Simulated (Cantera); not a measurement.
Charge: 1 mol borazine, 8.8 mol H₂O, 55 mol N₂, equilibrated at 1600 K and 0.0100 bar.

These are equilibrium values from Cantera (NASA tables, ideal gas, pure condensed phases), not measurements of a reactor. Candidate condensed phases: B, BN, B₂O₃, B₃O₃H₃, H₂O; 39 gas species. The feed counts by its element totals alone. Gases not in the tables: H₃BO₃. The numbers say what is thermodynamically allowed, not how fast it happens.

Base state: N₂ 0.809, H₂ 0.107, H₂O 0.0420, HBO₂ 0.0393, B₂O₃ 0.00176, H 0.000178, HBO 9.82e-5 (mole fractions); condensed: gas only.

Problem. What changes in the equilibrium state with this change: H₂O from 8.8 to 0.13 mol?

Solution. 
```csv
species,before,after
N₂,0.809,0.945
H₂,0.107,0.0531
HBO,9.82e-5,0.000772
H₂O,0.0420,2.06e-5
HBO₂,0.0393,0.000307
B₂O₂,5.20e-7,6.49e-5
BO,3.70e-6,4.13e-5
B₂O₃,0.00176,0.000218
"BN(s), mol",0,2.90
```

Problem. What changes in the equilibrium state with this change: temperature from 1600 K to 2248.15 K?

Solution. 
```tsv
species	before	after
N₂	0.809	0.798
H₂	0.107	0.0947
H₂O	0.0420	0.0438
H	0.000178	0.0226
HBO₂	0.0393	0.0313
O	3.76e-9	0.000258
O₂	<1e-9	5.02e-5
NO	1.11e-7	0.000219
BO	3.70e-6	0.00226
OH	2.73e-6	0.00157
```

Problem. What changes in the equilibrium state with this change: temperature from 1600 K to 1948 K?

Solution. 
| species | before | after |
|---|---|---|
| N₂ | 0.809 | 0.808 |
| H₂ | 0.107 | 0.105 |
| H₂O | 0.0420 | 0.0434 |
| H | 0.000178 | 0.00366 |
| HBO₂ | 0.0393 | 0.0363 |
| NO | 1.11e-7 | 1.16e-5 |
| BO | 3.70e-6 | 0.000216 |
| OH | 2.73e-6 | 0.000137 |
